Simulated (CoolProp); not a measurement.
Decamethylcyclopentasiloxane (D5) along the isotherm 154.05 °C: density (kg/m³) from the reference equation and from simpler models built on Tc = 345.1 °C, pc = 10.78 bar, ω = 0.631; each cubic takes its own stable root.

The numbers come from the reference Helmholtz-energy equation of state, Thol 2019 in CoolProp.

```csv
p (bar),phase,reference
0.674,liquid,813.3
1.35,liquid,813.6
2.02,liquid,813.8
2.69,liquid,814.1
3.37,liquid,814.3
4.04,liquid,814.6
4.71,liquid,814.8
5.39,liquid,815.0
```

**Question.** How far does each simpler model (van der Waals, Redlich-Kwong, Soave-Redlich-Kwong, Peng-Robinson) lie from the reference over these 8 states: mean and median of the absolute difference, and the worst?

**Answer.** 
- van der Waals: mean 64.7 %, median 44.9 %, worst -99.1 % at 154.05 °C and 0.674 bar
- Redlich-Kwong: mean 29.7 %, median 19.9 %, worst -99.1 % at 154.05 °C and 0.674 bar
- Soave-Redlich-Kwong: mean 12.4 %, median 12.4 %, worst -12.5 % at 154.05 °C and 0.674 bar
- Peng-Robinson: mean 1.1 %, median 1.1 %, worst -1.2 % at 154.05 °C and 0.674 bar

At some of these states van der Waals, Redlich-Kwong gives the other phase, because its saturation line lies elsewhere.
